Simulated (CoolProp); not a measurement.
Vapour-liquid equilibrium of propylene (1) + propane (2) at 174.5 K; x and y are mole fractions of (1).

Computed with CoolProp (multi-fluid Helmholtz-energy mixture model, Lemmon 2013 and Lemmon 2009; pair parameters Bell 2016).

```json
[
 {"x": "0.05", "bubble pressure, mixture model (bar)": "0.03350", "bubble pressure, Raoult's law (bar)": "0.03311", "y, mixture model": "0.078", "y, Raoult's law": "0.068"},
 {"x": "0.15", "bubble pressure, mixture model (bar)": "0.03534", "bubble pressure, Raoult's law (bar)": "0.03435", "y, mixture model": "0.215", "y, Raoult's law": "0.196"},
 {"x": "0.25", "bubble pressure, mixture model (bar)": "0.03700", "bubble pressure, Raoult's law (bar)": "0.03559", "y, mixture model": "0.334", "y, Raoult's law": "0.315"},
 {"x": "0.35", "bubble pressure, mixture model (bar)": "0.03847", "bubble pressure, Raoult's law (bar)": "0.03682", "y, mixture model": "0.439", "y, Raoult's law": "0.426"},
 {"x": "0.45", "bubble pressure, mixture model (bar)": "0.03980", "bubble pressure, Raoult's law (bar)": "0.03806", "y, mixture model": "0.535", "y, Raoult's law": "0.530"},
 {"x": "0.55", "bubble pressure, mixture model (bar)": "0.04099", "bubble pressure, Raoult's law (bar)": "0.03930", "y, mixture model": "0.624", "y, Raoult's law": "0.628"},
 {"x": "0.65", "bubble pressure, mixture model (bar)": "0.04205", "bubble pressure, Raoult's law (bar)": "0.04053", "y, mixture model": "0.709", "y, Raoult's law": "0.719"},
 {"x": "0.75", "bubble pressure, mixture model (bar)": "0.04300", "bubble pressure, Raoult's law (bar)": "0.04177", "y, mixture model": "0.791", "y, Raoult's law": "0.805"},
 {"x": "0.85", "bubble pressure, mixture model (bar)": "0.04383", "bubble pressure, Raoult's law (bar)": "0.04300", "y, mixture model": "0.874", "y, Raoult's law": "0.887"},
 {"x": "0.95", "bubble pressure, mixture model (bar)": "0.04455", "bubble pressure, Raoult's law (bar)": "0.04424", "y, mixture model": "0.957", "y, Raoult's law": "0.963"}
]
```

The largest gap from Raoult's law is +4.6 % in bubble pressure, at x = 0.45. No azeotrope shows between x = 0.05 and 0.95.

Pair parameters are fitted to limited data, so mixtures are less certain than the pure fluids.
